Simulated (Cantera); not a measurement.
Input (Python, Cantera) and output of one run.

```python
import numpy as np
import cantera as ct

gas_names = """
    CL CL2 H HCL H2 N NH NH2 NH3 N2 N2H2 N2H4 Si SiCL SiCL2 SiCL3 SiCL4 SiH SiHCL3 SiH2 SiH2CL2 SiH3
    SiH3CL SiH4 SiN Si2 Si2N Si3
""".split()
cond_names = """
    NH4CL(a) NH4CL(b) Si(cr) Si(L) Si3N4(a)
""".split()


# ... load() reads the species with a 1 bar reference pressure and builds the phases ...
atoms = {
    'Si2Cl6': {'Si': 2, 'CL': 6},
    'N2': {'N': 2},
    'H2': {'H': 2},
}
top_T = {'Si3N4(a)': 2400}  # K; cautious upper limits of use, not melting points


# ... equilibrate(T, P, feed) seeds the gas with the atoms and calls Mixture.equilibrate('TP', solver="vcs", rtol=1e-11, max_steps=5000) ...
results = []
feed = {'Si2Cl6': 1, 'N2': 1.2, 'H2': 33}  # mol
T = 1975  # K
P = 280  # Pa
mix = equilibrate(T, P, feed)
results.append((T, P, feed, dict(zip(mix.species_names, mix.species_moles))))
print(gas.report(threshold=0.0001))
for i in range(1, mix.n_phases):
    print(f"{mix.phase(i).name:16s} {mix.phase_moles(i):12.5e} mol")
```

It prints:

```
       temperature   1975 K
          pressure   280 Pa
           density   0.00016031 kg/m^3
  mean mol. weight   9.4016 kg/kmol
   phase of matter   gas

                          1 kg             1 kmol
                     ---------------   ---------------
          enthalpy        5.3828e+06        5.0607e+07  J
   internal energy        3.6362e+06        3.4186e+07  J
           entropy             27274        2.5642e+05  J/K
    Gibbs function       -4.8484e+07       -4.5583e+08  J
 heat capacity c_p              3672             34523  J/K
 heat capacity c_v            2787.6             26208  J/K

                      mass frac. Y      mole frac. X     chem. pot. / RT
                     ---------------   ---------------   ---------------
                CL         0.0078071         0.0020705           -27.344
                 H         0.0024866          0.023193           -12.768
               HCL           0.37272          0.096115           -40.112
                H2            0.1725           0.80444           -25.536
                N2          0.093552          0.031396           -36.238
                Si          0.034486          0.011544           -5.8141
              SiCL          0.014856         0.0021983           -33.158
             SiCL2           0.29823          0.028325           -60.501
               SiH         0.0012205        0.00039441           -18.582
               Si2        0.00067264        0.00011258           -11.628
     [  +18 minor]         0.0014733        0.00020941

Si(L)             3.58856e-01 mol
Si3N4(a)          0.00000e+00 mol
```

Method: chemical equilibrium by Gibbs-energy minimisation in Cantera with the NASA 1993 tables (ideal gas, pure condensed phases). The feed counts by its element totals alone. The tables' values for SiCl, SiCl3, SiN are old estimates; treat these amounts as uncertain. Gases not in the tables: Si2H6 and higher silanes.
